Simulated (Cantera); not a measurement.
A closed system holds: 1 mol trisilylamine, 0.2 mol N₂, 8.6 mol H₂, held at 1473.15 K and 21000 Pa.

Cantera equilibrium calculation (NASA polynomials, part measured and part estimated; ideal gas, pure solids and liquids). Candidate condensed phases: Si, Si₃N₄; 18 gas species. The feed counts by its element totals alone. Mutual solubility and eutectic melting of coexisting phases are not modelled. Equilibrium is a limit: real reactors are often held back by kinetics, nucleation or transport.

Base state: H₂ 1.000, N₂ 0.000132, H 2.77e-5 (mole fractions); condensed: Si(s) + Si₃N₄(s).

### Question
What changes in the equilibrium state with this change: trisilylamine replaced by SiF₄?

### Answer
```
species          before    after
-------------  --------  -------
H₂                1.000    0.869
SiF₄                  0   0.0931
N₂             0.000132   0.0204
HF                    0  0.00889
SiF₃                  0  0.00479
Si(s), mol         1.95        0
Si₃N₄(s), mol     0.349        0
```
The tables' values for SiF₃, SiF₂ are old estimates; treat these amounts as uncertain.
